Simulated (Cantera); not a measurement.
## Premixed flame

A freely propagating, adiabatic, planar premixed flame of H₂ : O₂ : N₂ = 1 : 0.667 : 3.2 (molar parts), equivalence ratio 0.75, unburnt at 323 K and 1.00 atm; mixture-averaged transport, grid criteria slope 0.08 and curve 0.16, no radiation.

Cantera simulation using the H2/O2 subset of GRI-Mech 3.0, which has no nitrogen chemistry; the numbers are that mechanism's predictions, not measurements. Burning velocities carry a grid error of a few per cent, more on coarse grids.

| z (mm) | T (K) | u (m/s) | x H₂ | x O₂ | x O | x HO₂ | x H₂O | x H |
|---|---|---|---|---|---|---|---|---|
| -1.18 | 323 | 0.978 | 0.205 | 0.137 | <1e-8 | <1e-8 | 3.99e-8 | <1e-8 |
| -0.783 | 323 | 0.977 | 0.205 | 0.137 | <1e-8 | 1.20e-8 | 1.24e-6 | <1e-8 |
| -0.588 | 323 | 0.977 | 0.203 | 0.138 | <1e-8 | 1.25e-7 | 1.15e-5 | <1e-8 |
| -0.392 | 328 | 0.981 | 0.196 | 0.139 | 2.68e-8 | 2.23e-6 | 0.000172 | <1e-8 |
| -0.196 | 411 | 1.19 | 0.161 | 0.142 | 2.10e-6 | 0.000159 | 0.00722 | 2.79e-6 |
| -0.0979 | 700 | 1.97 | 0.118 | 0.132 | 0.000112 | 0.000273 | 0.0412 | 0.000836 |
| 0 | 1063 | 2.94 | 0.0713 | 0.105 | 0.00135 | 0.000118 | 0.0999 | 0.00555 |
| 0.0979 | 1321 | 3.64 | 0.0345 | 0.0735 | 0.00379 | 6.28e-5 | 0.154 | 0.0103 |
| 0.196 | 1471 | 4.05 | 0.0174 | 0.0562 | 0.00493 | 4.03e-5 | 0.183 | 0.0105 |
| 0.392 | 1618 | 4.43 | 0.00931 | 0.0470 | 0.00432 | 2.54e-5 | 0.199 | 0.00684 |
| 0.783 | 1732 | 4.72 | 0.00568 | 0.0438 | 0.00256 | 1.55e-5 | 0.209 | 0.00288 |
| 1.57 | 1801 | 4.90 | 0.00275 | 0.0424 | 0.00117 | 8.07e-6 | 0.216 | 0.000871 |
| 3.13 | 1836 | 4.98 | 0.00101 | 0.0421 | 0.000420 | 3.34e-6 | 0.219 | 0.000184 |
x: mole fraction of selected species; z is measured from the peak of heat release.

```yaml
laminar_burning_velocity: 97.8 cm/s
thermal_thickness: 0.392 mm
peak x(O): 0.00499
peak x(HO₂): 0.000343
peak x(H): 0.0109
grid_points: 113
```
